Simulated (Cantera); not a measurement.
Charge: 1 mol SiH2Cl2, a varied amount of NH3, equilibrated at 1448 K and 79.0 mbar.

Method: chemical equilibrium by Gibbs-energy minimisation in Cantera with the NASA 1993 tables (ideal gas, pure condensed phases). Candidate condensed phases: NH4Cl, Si, Si3N4; 28 gas species. The tables' values for SiCl3 are old estimates; treat these amounts as uncertain. Equilibrium is a limit: real reactors are often held back by kinetics, nucleation or transport.

x: gas mole fraction; n: condensed amount in mol.

```json
[
 {"n(NH3) (mol)": "1.2", "x H2": "0.566", "x HCl": "0.346", "x N2": "0.0245", "x SiCl2": "0.0271", "x SiCl4": "0.0207", "x SiCl3": "0.0124", "n Si3N4(s)": "0.254"},
 {"n(NH3) (mol)": "1.7", "x H2": "0.578", "x HCl": "0.333", "x N2": "0.0588", "x SiCl2": "0.0137", "x SiCl4": "0.00944", "x SiCl3": "0.00592", "n Si3N4(s)": "0.285"},
 {"n(NH3) (mol)": "2.4", "x H2": "0.603", "x HCl": "0.287", "x N2": "0.0958", "x SiCl2": "0.00705", "x SiCl4": "0.00348", "x SiCl3": "0.00258", "n Si3N4(s)": "0.305"},
 {"n(NH3) (mol)": "3.4", "x H2": "0.633", "x HCl": "[?]", "x N2": "[?]", "x SiCl2": "[?]", "x SiCl4": "[?]", "x SiCl3": "0.00101", "n Si3N4(s)": "0.317"},
 {"n(NH3) (mol)": "4.8", "x H2": "0.661", "x HCl": "0.177", "x N2": "0.160", "x SiCl2": "0.00173", "x SiCl4": "0.000295", "x SiCl3": "0.000373", "n Si3N4(s)": "0.324"},
 {"n(NH3) (mol)": "6.6", "x H2": "0.682", "x HCl": "0.135", "x N2": "0.182", "x SiCl2": "0.000897", "x SiCl4": "8.62e-5", "x SiCl3": "0.000145", "n Si3N4(s)": "0.328"},
 {"n(NH3) (mol)": "9.3", "x H2": "0.700", "x HCl": "0.0991", "x N2": "0.200", "x SiCl2": "0.000443", "x SiCl4": "2.24e-5", "x SiCl3": "5.20e-5", "n Si3N4(s)": "0.330"},
 {"n(NH3) (mol)": "13", "x H2": "0.714", "x HCl": "[?]", "x N2": "0.214", "x SiCl2": "[?]", "x SiCl4": "[?]", "x SiCl3": "1.90e-5", "n Si3N4(s)": "0.331"},
 {"n(NH3) (mol)": "18", "x H2": "0.723", "x HCl": "0.0533", "x N2": "0.223", "x SiCl2": "0.000115", "x SiCl4": "1.63e-6", "x SiCl3": "7.15e-6", "n Si3N4(s)": "0.332"},
 {"n(NH3) (mol)": "25", "x H2": "0.731", "x HCl": "0.0388", "x N2": "0.231", "x SiCl2": "5.93e-5", "x SiCl4": "4.41e-7", "x SiCl3": "2.67e-6", "n Si3N4(s)": "0.332"}
]
```

What belongs in the gaps?


- 13, x HCl: 0.0726
- 13, x SiCl2: 0.000223
- 13, x SiCl4: 5.95e-6
- 3.4, x HCl: 0.230
- 3.4, x N2: 0.131
- 3.4, x SiCl2: 0.00351
- 3.4, x SiCl4: 0.00106
